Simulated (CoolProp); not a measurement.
A single-stage vapour-compression cycle with hydrogen sulfide: evaporating at 201.15 K (dew point), condensing at 234.15 K (bubble point), superheat 8 K, subcooling 2 K, compressor efficiency 0.75, no pressure losses. Each further row changes one setting.

Computed with CoolProp (reference Helmholtz-energy equation of state, Lemmon 2006). It is a short technical equation, of lower accuracy than the large ones.

```
case                              cooling COP  pressure ratio  discharge temperature (K)  refrigerating effect (kJ/kg)  volumetric capacity (kJ/m³)
--------------------------------  -----------  --------------  -------------------------  ----------------------------  ---------------------------
as stated                                3.83            4.97                      342.9                           506                          541
evaporating temperature 206.15 K         4.76            3.75                      323.2                           510                          707
condensing temperature 229.15 K          4.62            4.03                      322.6                           516                          551
subcooling 7 K                           3.91            4.97                      342.9                           516                          551
superheat 18 K                           3.73            4.97                      358.9                           516                          525
compressor efficiency 0.65               3.32            4.97                      362.4                           506                          541
```
